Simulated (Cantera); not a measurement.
A Cantera script and its output.

```python
import numpy as np
import cantera as ct

gas = ct.Solution("gri30.yaml")
gas.TPX = 1723, 170000, {'NO': 1, 'N2': 13}
reactor = ct.IdealGasConstPressureReactor(gas, energy="off", clone=False)
net = ct.ReactorNet([reactor])
net.rtol, net.atol = 1e-08, 1e-18
show = ['NO', 'O2', 'NO2', 'N2O', 'O']
times = np.geomspace(5e-05, 10, 11)

steps = ct.SolutionArray(gas, extra=["t"])
rows = []
print(f"{'t/s':>10s}{'T/K':>9s}{'P/Pa':>11s}" + "".join(f"{s:>11s}" for s in show))
for t in times:
    while net.time < t:
        t_next = net.step()
        steps.append(gas.state, t=t_next)
    rows.append([np.interp(t, steps.t, y) for y in (steps.T, steps.P, *steps(*show).X.T)])
    print(f"{t:10.3e}{rows[-1][0]:9.1f}{rows[-1][1]:11.4g}" + "".join(f"{x:11.3e}" for x in rows[-1][2:]))
rate = np.gradient(steps.T, steps.t)
print("integrator steps:", len(steps.t))
if steps.T.max() > steps.T[0] + 200:
    print(f"time of steepest temperature rise: {steps.t[rate.argmax()]:.4e} s")
gas.TPX = 1723, 170000, {'NO': 1, 'N2': 13}
gas.equilibrate("TP")
print(f"equilibrium (TP): T = {gas.T:.1f} K  " + "  ".join(f"{s} {gas[s].X[0]:.3e}" for s in show))
```

It prints:

```
       t/s      T/K       P/Pa         NO         O2        NO2        N2O          O
 5.000e-05   1723.0    1.7e+05  7.143e-02  3.201e-11  2.268e-08  4.825e-08  2.667e-08
 1.695e-04   1723.0    1.7e+05  7.143e-02  2.165e-10  1.292e-07  1.592e-07  4.236e-08
 5.743e-04   1723.0    1.7e+05  7.143e-02  1.598e-09  5.492e-07  4.931e-07  7.801e-08
 1.947e-03   1723.0    1.7e+05  7.142e-02  2.466e-08  2.295e-06  1.258e-06  2.159e-07
 6.598e-03   1723.0    1.7e+05  7.141e-02  7.724e-07  8.790e-06  2.031e-06  6.925e-07
 2.236e-02   1723.0    1.7e+05  7.137e-02  1.289e-05  1.595e-05  2.138e-06  1.197e-06
 7.579e-02   1723.0    1.7e+05  7.126e-02  6.693e-05  1.680e-05  2.132e-06  1.260e-06
 2.569e-01   1723.0    1.7e+05  7.089e-02  2.501e-04  1.851e-05  2.112e-06  1.392e-06
 8.706e-01   1723.0    1.7e+05  6.965e-02  8.638e-04  2.315e-05  2.043e-06  1.762e-06
 2.951e+00   1723.0    1.7e+05  6.567e-02  2.846e-03  3.267e-05  1.827e-06  2.620e-06
 1.000e+01   1723.0    1.7e+05  5.444e-02  8.450e-03  4.343e-05  1.285e-06  4.177e-06
integrator steps: 724
equilibrium (TP): T = 1723.0 K  NO 1.434e-03  O2 3.499e-02  NO2 2.261e-06  N2O 1.203e-07  O 8.207e-06
```

Model: GRI-Mech 3.0 (53 species, 325 reactions), integrated in Cantera.
